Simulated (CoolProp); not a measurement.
R236EA along the isobar 6 MPa: Z from the reference equation and from simpler models built on Tc = 412.4 K, pc = 3.414 MPa, ω = 0.368; each cubic takes its own stable root.

Computed with CoolProp (reference Helmholtz-energy equation of state, Rui 2013).

```
T (K)   phase  reference
-----  ------  ---------
284.5  liquid     0.2592
297.3  liquid     0.2544
310    liquid     0.2505
322.8  liquid     0.2475
335.5  liquid     0.2456
348.3  liquid     0.2447
361    liquid     0.2451
373.8  liquid     0.2471
386.5  liquid     0.2511
399.3  liquid     0.2584
412    liquid     0.2710
```

### Question
How far does each simpler model (van der Waals, Peng-Robinson) lie from the reference over these 11 states: mean and median of the absolute difference, and the worst?

### Answer
- van der Waals: mean 55.8 %, median 57.3 %, worst +62.2 % at 284.5 K and 6 MPa
- Peng-Robinson: mean 2.9 %, median 3.1 %, worst +5.7 % at 412 K and 6 MPa
